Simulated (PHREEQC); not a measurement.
Model water analysis in mg/L, 5 °C, pH 5.97, pe 11:

```
constituent             mg/L
------------------  --------
Na                   0.00891
K                      0.043
Ca                    0.0172
Mg                   0.00683
Cl                    0.0238
S(6) as SO4           0.0198
Alkalinity as HCO3     0.111
Pb                   0.00029
Cu(2)               0.000669
F                   0.000242
Li                  1.04e-05
N(5) as NO3         9.09e-05
Ni                  0.000106
```

Valence states are taken as typed.

Model: ion-association model, wateq4f.dat, run in PHREEQC.

Precipitation was switched off in this run.

Question: What ionic strength, charge-balance error does the model give?

Answer: ionic strength 4.93e-6 mol/kgw; charge-balance error 0.2 %.

Question: In which forms is Pb present?

Answer: Pb+2 98 %, PbOH+ 1.8 % of the Pb.

Species that the database lacks are ignored. At this temperature some constants are extrapolated from 25 °C, and those without enthalpy data are left unchanged.
